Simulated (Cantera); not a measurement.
What does this Cantera script print?

```python
import numpy as np
import cantera as ct

gas_names = [...]  # 109 gases of nasa_gas.yaml made of C, Cl, H, Si
cond_names = """
    C(gr) C6H6(L) C7H8(L) C8H18(L),n-octa Si(cr) Si(L) SiC(b)
""".split()


# ... load() reads the species with a 1 bar reference pressure and builds the phases ...
atoms = {
    'CH3SiCl3': {'C': 1, 'H': 3, 'Si': 1, 'CL': 3},
    'C2H4': {'C': 2, 'H': 4},
    'H2': {'H': 2},
}
top_T = {'C(gr)': 4500, 'SiC(b)': 3050}  # K; cautious upper limits of use, not melting points


# ... equilibrate(T, P, feed) seeds the gas with the atoms and calls Mixture.equilibrate('TP', solver="vcs", rtol=1e-11, max_steps=5000) ...
results = []
feed = {'CH3SiCl3': 1, 'C2H4': 0.61, 'H2': 460}  # mol
P = 19000  # Pa
for T in [1023, 1223, 1423, 1623, 1823, 2023, 2223, 2423, 2623]:
    mix = equilibrate(T, P, feed)
    results.append((T, P, feed, dict(zip(mix.species_names, mix.species_moles))))

top = {s: max(r[3][s] / sum(r[3][g] for g in gas_names) for r in results) for s in gas_names}
cols = sorted((s for s in top if top[s] > 1e-06), key=lambda s: -top[s])[:8]
seen = [c for c in cond_names if any(r[3].get(c, 0) > 1e-12 for r in results)]
print("log10 of partial pressures in bar; condensed amounts in mol")
print(f"{'T/K':>10s}" + "".join(f"{s[:9]:>10s}" for s in cols + seen))
for T, P, feed, n in results:
    ng = sum(n[g] for g in gas_names)
    print(f"{T:10.4g}" + "".join(f"{np.log10(max(n[s] / ng * P / 1e5, 1e-99)):10.3f}" for s in cols)
          + "".join(f"{n.get(c, 0):10.4g}" for c in seen))
```

It prints:

```
log10 of partial pressures in bar; condensed amounts in mol
       T/K        H2         H       HCL       CH4 C2H2,acet        Si        CL       SiH     C(gr)    SiC(b)
      1023    -0.725    -8.746    -2.911    -3.300   -10.853   -17.824   -10.966   -16.434         0    0.9977
      1223    -0.725    -6.884    -2.910    -3.326    -7.530   -14.206    -9.134   -13.455   0.06844    0.9999
      1423    -0.724    -5.540    -2.911    -3.868    -6.189   -11.091    -7.813   -10.802    0.8858    0.9997
      1623    -0.724    -4.523    -2.911    -4.277    -5.182    -8.750    -6.813    -8.810     1.059    0.9992
      1823    -0.725    -3.726    -2.912    -4.596    -4.400    -6.928    -6.030    -7.261    0.9637    0.9975
      2023    -0.726    -3.085    -2.914    -4.851    -3.775    -5.469    -5.402    -6.024    0.3765    0.9818
      2223    -0.731    -2.559    -2.921    -5.197    -3.533    -4.144    -4.888    -4.883         0    0.7229
      2423    -0.744    -2.123    -2.936    -5.518    -3.381    -3.524    -4.463    -4.422         0         0
      2623    -0.768    -1.760    -2.963    -5.877    -3.390    -3.484    -4.110    -4.523         0         0
```

Equilibrium computed with Cantera from the NASA thermochemical tables; the gas is ideal and each condensed phase is pure. The feed counts by its element totals alone. The tables' values for SiCl are old estimates; treat these amounts as uncertain. Gases not in the tables: Si2H6 and higher silanes.
